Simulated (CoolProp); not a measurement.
A closed Brayton cycle with carbon dioxide: compressor inlet 330.15 K and 8.3 MPa, high pressure 22.4 MPa, turbine inlet 645 K, compressor efficiency 0.89, turbine efficiency 0.93, recuperator effectiveness 0.9 (on enthalpy, no pinch check). Each further row changes one setting.

Computed with CoolProp (reference Helmholtz-energy equation of state, Span 1996).

```csv
case,thermal efficiency (%),net work (kJ/kg),compressor to turbine work,compressor exit (K),turbine exit (K)
as stated,25.9,48.0,0.52,415.2,538.6
turbine inlet 595 K,22.1,37.7,0.58,415.2,492.8
compressor inlet 340.15 K,24.1,42.5,0.57,430.0,538.6
high pressure 19 MPa,25.9,43.2,0.49,400.7,555.9
recuperator effectiveness 0.5,19.8,48.0,0.52,415.2,538.6
```
